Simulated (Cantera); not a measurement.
An isothermal, constant-pressure homogeneous reactor starts with 14.7 % C2H6, 85.3 % N2, at 1800 K and 0.0267 bar.

Model: GRI-Mech 3.0 (53 species, 325 reactions), integrated in Cantera. GRI-Mech 3.0 stops at C3 and has no aromatics, soot or wall deposition, so with more carbon than oxygen in the feed, carbon stays in small species such as C2H2 where larger ones or solid carbon would form. Radical loss at walls, strong at low pressure, is not modelled.

**Question.** Predict: x(C2H4) at 3.00 s; x(H) at 3.00 s; x(CH4) at 3.00 s; x(C2H2) at 3.00 s; x(CH3) at 3.00 s.

**Answer.** 
- x(C2H4) at 3.00 s: 1.59e-5 (gas-phase equilibrium 7.95e-6)
- x(H) at 3.00 s: 0.00105 (gas-phase equilibrium 0.00105)
- x(CH4) at 3.00 s: 0.000172 (gas-phase equilibrium 3.95e-5)
- x(C2H2) at 3.00 s: 0.113 (gas-phase equilibrium 0.0567)
- x(CH3) at 3.00 s: 1.61e-5 (gas-phase equilibrium 3.69e-6)
